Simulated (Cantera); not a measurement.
A closed system holds: 1 mol Ca(OH)2, 0.046 mol CO2, 0.9 mol H2, at 1798.15 K and 1 atm.

Method: chemical equilibrium by Gibbs-energy minimisation in Cantera with the NASA 1993 tables (ideal gas, pure condensed phases). Candidate condensed phases: C, C6H6, C7H8, C8H18, Ca, CaCO3, CaO, Ca(OH)2, H2O; 115 gas species. Kinetics and transport are ignored.

Base state: H2O 0.532, H2 0.444, CO 0.0180, CO2 0.00565, H 0.000233, OH 1.84e-5 (mole fractions); condensed: CaO(s).

What changes in the equilibrium state with this change: CO2 from 0.046 to 0.76 mol?


| species | before | after |
|---|---|---|
| H2O | 0.532 | 0.536 |
| H2 | 0.444 | 0.178 |
| CO | 0.0180 | 0.160 |
| CO2 | 0.00565 | 0.126 |
| OH | 1.84e-5 | 2.92e-5 |
| H | 0.000233 | 0.000148 |
| CaO(s), mol | 1.000 | 1.000 |
